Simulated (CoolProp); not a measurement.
R1234ze(Z) along the isobar 5.09 MPa: density (kg/m³) from the reference equation and from simpler models built on Tc = 150.1 °C, pc = 3.531 MPa, ω = 0.327; each cubic takes its own stable root.

The numbers come from the reference Helmholtz-energy equation of state, Akasaka 2019 in CoolProp.

| T (°C) | phase | reference |
|---|---|---|
| 89.85 | liquid | 1057 |
| 99.45 | liquid | 1024 |
| 109.05 | liquid | 988.6 |
| 118.65 | liquid | 949.5 |
| 128.35 | liquid | 905.2 |
| 137.95 | liquid | 854.5 |
| 147.55 | liquid | 792.9 |
| 157.25 | supercritical | 710.3 |
| 166.85 | supercritical | 583.0 |

Question: How far does each simpler model (Redlich-Kwong, Soave-Redlich-Kwong) lie from the reference over these 9 states: mean and median of the absolute difference, and the worst?

Answer: 
- Redlich-Kwong: mean 23.1 %, median 23.7 %, worst -24.5 % at 137.95 °C and 5.09 MPa
- Soave-Redlich-Kwong: mean 22.0 %, median 21.9 %, worst -24.9 % at 157.25 °C and 5.09 MPa
